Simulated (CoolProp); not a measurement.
Sulfur dioxide along the isotherm 502.9 K: fugacity coefficient from the reference equation and from simpler models built on Tc = 430.6 K, pc = 78.87 bar, ω = 0.256; each cubic takes its own stable root.

Values from CoolProp's reference Helmholtz-energy equation of state, Gao 2016.

```tsv
p (bar)	phase	reference	Redlich-Kwong	Soave-Redlich-Kwong	Peng-Robinson
1.11	gas	0.9972	0.9970	0.9972	0.9968
1.72	gas	0.9957	0.9953	0.9957	0.9950
2.68	gas	0.9932	0.9927	0.9933	0.9922
4.18	gas	0.9895	0.9886	0.9896	0.9879
6.51	gas	0.9836	0.9823	0.9838	0.9812
10.1	gas	0.9746	0.9726	0.9750	0.9710
15.8	gas	0.9604	0.9573	0.9611	0.9549
24.6	gas	0.9388	0.9340	0.9399	0.9306
38.2	gas	0.9058	0.8985	0.9077	0.8940
59.5	gas	0.8553	0.8445	0.8588	0.8392
92.7	supercritical	0.7798	0.7638	0.7863	0.7597
144	supercritical	0.6722	0.6503	0.6858	0.6532
225	supercritical	0.5439	0.5277	0.5726	0.5362
350	supercritical	0.4470	0.4421	0.4888	0.4476
```
